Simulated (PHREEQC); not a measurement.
# Geothermal or formation water: speciation

A made-up water analysis in mmol/kgw, 95 °C, pH 6.3:

| constituent | mmol/kgw |
|---|---|
| Na | 90.8 |
| K | 22.2 |
| Ca | 1.92 |
| Mg | 1.83 |
| Cl | 116 |
| S(6) | 2.98 |
| Alkalinity (meq/kgw) | 2.61 |
| B | 3.14 |
| Si | 0.183 |

Valence states are taken as typed.

The numbers come from PHREEQC with the Pitzer model, pitzer.dat.

No solid was allowed to form.

**Question.** Estimate the specific conductance.

**Answer.** specific conductance 37700 µS/cm.

**Question.** In which forms is C present?

**Answer.** HCO3- 52 %, CO2 48 % of the C.

Away from 25 °C the constants follow the database's enthalpies or fits; those with neither stay at their 25 °C values.
